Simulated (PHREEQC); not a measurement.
Synthetic water in mg/kgw, 23 °C, pH 2.87, pe 9.4:

```tsv
constituent	mg/kgw
Na	483
K	95.5
Ca	987
Mg	25.8
Cl	165
S(6) as SO4	3600
Mn(2)	128
```

Valence states are taken as typed.

Model: ion-association model, wateq4f.dat, run in PHREEQC.

```
Quantity                      Result
--------------------  --------------
ionic strength        0.0962 mol/kgw
total alkalinity        -3.17 meq/kg
charge-balance error           2.7 %
```

| species | molality | activity | log γ |
|---|---|---|---|
| SO4-2 | 0.0236 | 0.00895 | -0.422 |
| Na+ | 0.0201 | 0.0158 | -0.105 |
| Ca+2 | 0.0146 | 0.00579 | -0.402 |
| CaSO4 | 0.00992 | 0.0101 | 0.010 |
| Cl- | 0.00464 | 0.00357 | -0.115 |
| K+ | 0.00231 | 0.00177 | -0.115 |
| H+ | 0.00163 | 0.00135 | -0.082 |
| Mn+2 | 0.00144 | 0.000585 | -0.391 |

No solid was allowed to form. The solution is supersaturated, for example in Gypsum, so a real one may precipitate; this is no full list.
